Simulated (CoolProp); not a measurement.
Vapour-liquid equilibrium of n-pentane (1) + the fluoroketone C6F12O (FK-5-1-12) (2) at 75.45 °C; x and y are mole fractions of (1).

The numbers come from the multi-fluid Helmholtz-energy mixture model, Thol 2019 and McLinden 2015; pair parameters Bell 2016 in CoolProp.

```tsv
x	bubble pressure, mixture model (MPa)	bubble pressure, Raoult's law (MPa)	y, mixture model	y, Raoult's law
0.05	0.2630	0.2378	0.144	0.069
0.125	0.3049	0.2449	0.303	0.167
0.2	0.3403	0.2520	0.412	0.260
0.275	0.3677	0.2591	0.488	0.348
0.35	0.3872	0.2662	0.542	0.431
0.425	0.4001	0.2733	0.581	0.510
0.5	0.4078	0.2804	0.611	0.584
0.575	0.4119	0.2874	0.634	0.655
0.65	0.4133	0.2945	0.656	0.723
0.725	0.4123	0.3016	0.680	0.787
0.8	0.4072	0.3087	0.712	0.849
0.875	0.3942	0.3158	0.766	0.908
0.95	0.3644	0.3229	0.869	0.964
```

The largest gap from Raoult's law is +46.4 % in bubble pressure, at x = 0.425. y crosses x between x = 0.65 and 0.725: the model has an azeotrope there.

Pair parameters are fitted to limited data, so mixtures are less certain than the pure fluids.
